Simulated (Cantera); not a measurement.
Source: NASA polynomial tables (part measured, part estimated), evaluated in Cantera. Values are per mole of reaction as written; species without (g) are pure solids or liquids, kept so even where they would boil at 1 bar.

Problem. Between 300 and 2648 K, where is each reaction favourable under standard conditions?
- ZrO2(g) → Zr + 2 O(g)

Solution. 
- ZrO2(g) → Zr + 2 O(g): ΔG° is 758 kJ at 300 K and 483 kJ at 2648 K; it stays positive (K < 1). ΔH° is 853 kJ and ΔS° 140 J/K at 2648 K.
